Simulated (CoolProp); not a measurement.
Vapour-liquid equilibrium of neopentane (1) + n-pentane (2) at 0.501 bar; x and y are mole fractions of (1).

The numbers come from the multi-fluid Helmholtz-energy mixture model, Lemmon 2006 and Thol 2019; pair parameters Bell 2016 in CoolProp.

```csv
x,bubble temperature (K),y at the bubble point,dew temperature at overall composition x (K),liquid density (mol/L)
0.05,288.0,0.123,289.2,8.723
0.125,285.1,0.278,287.9,8.723
0.2,282.5,0.405,286.6,8.720
0.275,280.2,0.511,285.2,8.714
0.35,278.0,0.599,283.7,8.707
0.425,276.0,0.674,282.1,8.698
0.5,274.1,0.737,280.4,8.687
0.575,272.4,0.792,278.6,8.675
0.65,270.8,0.840,276.6,8.662
0.725,269.3,0.882,274.5,8.648
0.8,267.9,0.919,272.2,8.633
0.875,266.6,0.952,269.6,8.618
0.95,265.4,0.982,266.7,8.602
```

No azeotrope shows between x = 0.05 and 0.95.

The pair parameters rest on a limited set of measurements; away from them the model extrapolates.
